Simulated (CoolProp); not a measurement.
Sulfur dioxide along the isotherm -3.95 °C: density (kg/m³) from the reference equation and from simpler models built on Tc = 157.5 °C, pc = 7.887 MPa, ω = 0.256; each cubic takes its own stable root.

Values from CoolProp's reference Helmholtz-energy equation of state, Gao 2016.

| p (MPa) | phase | reference |
|---|---|---|
| 3.89 | liquid | 1452 |
| 7.78 | liquid | 1458 |
| 11.7 | liquid | 1464 |
| 15.6 | liquid | 1469 |
| 19.4 | liquid | 1475 |
| 23.3 | liquid | 1480 |
| 27.2 | liquid | 1485 |
| 31.1 | liquid | 1490 |
| 35 | liquid | 1495 |

Question: How far does each simpler model (van der Waals, Redlich-Kwong, Soave-Redlich-Kwong, Peng-Robinson) lie from the reference over these 9 states: mean and median of the absolute difference, and the worst?

Answer: 
- van der Waals: mean 39.2 %, median 39.0 %, worst -40.5 % at -3.95 °C and 3.89 MPa
- Redlich-Kwong: mean 12.4 %, median 12.3 %, worst -13.1 % at -3.95 °C and 3.89 MPa
- Soave-Redlich-Kwong: mean 10.2 %, median 10.1 %, worst -10.3 % at -3.95 °C and 3.89 MPa
- Peng-Robinson: mean 1.2 %, median 1.2 %, worst +1.2 % at -3.95 °C and 3.89 MPa
